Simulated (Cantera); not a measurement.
Feed: 1 mol Ti, 0.071 mol O2, 3.2 mol H2, equilibrated at 22.0 Pa.

Method: chemical equilibrium by Gibbs-energy minimisation in Cantera with the NASA 1993 tables (ideal gas, pure condensed phases). Candidate condensed phases: H2O, Ti, TiO, TiO2, Ti2O3, Ti3O5, Ti4O7; 12 gas species. Each liquid is taken as pure. Mutual solubility and eutectic melting of coexisting phases are not modelled. TiO: taken at fixed stoichiometry. Condensed phases not in the tables: N, O or C dissolved in the metal. The numbers say what is thermodynamically allowed, not how fast it happens.

What share of the Ti ends up in condensed phases as a function of T (K), at 1498, 1548, 1598, 1648, 1698, 1748, 1798, 1848, 1898, 1948, 1998, 2048, 2098, 2148?


```json
[
 {"T (K)": "1498", "Ti condensed (%)": "100.0", "as": "Ti(β) + TiO(s)"},
 {"T (K)": "1548", "Ti condensed (%)": "100.0", "as": "Ti(β) + TiO(s)"},
 {"T (K)": "1598", "Ti condensed (%)": "100.0", "as": "Ti(β) + TiO(s)"},
 {"T (K)": "1648", "Ti condensed (%)": "100.0", "as": "Ti(β) + TiO(s)"},
 {"T (K)": "1698", "Ti condensed (%)": "99.9", "as": "Ti(β) + TiO(s)"},
 {"T (K)": "1748", "Ti condensed (%)": "99.7", "as": "Ti(β) + TiO(s)"},
 {"T (K)": "1798", "Ti condensed (%)": "99.3", "as": "Ti(β) + TiO(s)"},
 {"T (K)": "1848", "Ti condensed (%)": "98.3", "as": "Ti(β) + TiO(s)"},
 {"T (K)": "1898", "Ti condensed (%)": "96.3", "as": "Ti(β) + TiO(s)"},
 {"T (K)": "1948", "Ti condensed (%)": "91.9", "as": "Ti(l) + TiO(s)"},
 {"T (K)": "1998", "Ti condensed (%)": "83.3", "as": "Ti(l) + TiO(s)"},
 {"T (K)": "2048", "Ti condensed (%)": "65.7", "as": "Ti(l) + TiO(l)"},
 {"T (K)": "2098", "Ti condensed (%)": "28.2", "as": "Ti(l) + TiO(l)"},
 {"T (K)": "2148", "Ti condensed (%)": "1.5", "as": "TiO(l)"}
]
```
